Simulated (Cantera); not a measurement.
# SiH2Cl2 + N2 (silicon epitaxy and polysilicon growth)

Feed: 1 mol SiH2Cl2, 40 mol N2, equilibrated at 1 atm.

These are equilibrium values from Cantera (NASA tables, ideal gas, pure condensed phases), not measurements of a reactor. Candidate condensed phases: NH4Cl, Si, Si3N4; 28 gas species. N2 is the only nitrogen source here; it is nearly inert below about 1500 K, so the nitride shown seldom forms there in practice. The tables' values for SiCl3 are old estimates; treat these amounts as uncertain. The numbers say what is thermodynamically allowed, not how fast it happens.

```tsv
T (K)	log p N2	log p HCl	log p H2	log p SiCl4	log p SiCl2	log p SiCl3	n Si3N4(s)
975	-0.01	-1.50	-2.06	-2.36	-8.25	-6.03	0.274
1050	-0.01	-1.49	-2.08	-2.38	-7.19	-5.41	0.277
1125	-0.01	-1.48	-2.10	-2.41	-6.27	-4.88	0.280
1200	-0.01	-1.47	-2.12	-2.43	-5.46	-4.42	0.282
1275	-0.01	-1.46	-2.14	-2.45	-4.76	-4.01	0.283
1350	-0.01	-1.46	-2.15	-2.48	-4.14	-3.66	0.284
1425	-0.01	-1.46	-2.16	-2.52	-3.60	-3.36	0.282
1500	-0.01	-1.46	-2.15	-2.60	-3.13	-3.11	0.277
1575	-0.01	-1.47	-2.13	-2.73	-2.74	-2.94	0.266
```
log p: log10 of the partial pressure in bar; n: condensed amount in mol.

From 975 K to 1575 K the condensed part is Si3N4(s). The main Si-bearing gas is SiCl4 throughout. The share of Si in condensed phases is highest at 1350 K (85.1 %) and lowest at 1575 K (79.9 %).
